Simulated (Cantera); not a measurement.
**Catalytic combustion on Pt**

An isothermal plug-flow reactor at 725 K and 23000 Pa (inlet), inlet velocity 3.1 m/s, active area per volume 2000 1/m; feed 3.31 % CO, 5.95 % O2, 87.1 % N2, 3.64 % H2O.

Model: Deutschmann's 1995 Pt surface mechanism with GRI-Mech 3.0 gas chemistry, integrated in Cantera. Catalytic surfaces can have several steady states; this one follows from the mechanism file's or the stated starting coverage. Mass transfer to the wall is taken as infinitely fast.

```tsv
z (m)	x CO	x O2	x H2O	x CO2	θ free Pt	θ O*	θ OH*	θ CO*
0.00031	0.0318	0.0589	0.0364	0.00134	0.0805	0.00383	0.000266	0.915
0.00052	0.0308	0.0585	0.0364	0.00227	0.0818	0.00393	0.000271	0.914
0.00087	0.0293	0.0577	0.0365	0.00387	0.0840	0.00411	0.000281	0.912
0.0015	0.0262	0.0563	0.0365	0.00696	0.0890	0.00451	0.000304	0.906
0.0024	0.0213	0.0539	0.0366	0.0120	0.0994	0.00547	0.000354	0.895
0.004	0.00644	0.0468	0.0369	0.0271	0.202	0.0226	0.00103	0.775
0.0067	0.000797	0.0441	0.0370	0.0328	0.0384	0.958	0.00293	0.000195
0.011	0.000259	0.0438	0.0370	0.0334	0.0345	0.963	0.00278	5.11e-5
0.019	4.12e-5	0.0437	0.0370	0.0336	0.0333	0.964	0.00273	7.55e-6
0.031	2.87e-6	0.0437	0.0370	0.0336	0.0331	0.964	0.00273	5.19e-7
```
x: gas mole fraction; θ: surface coverage.
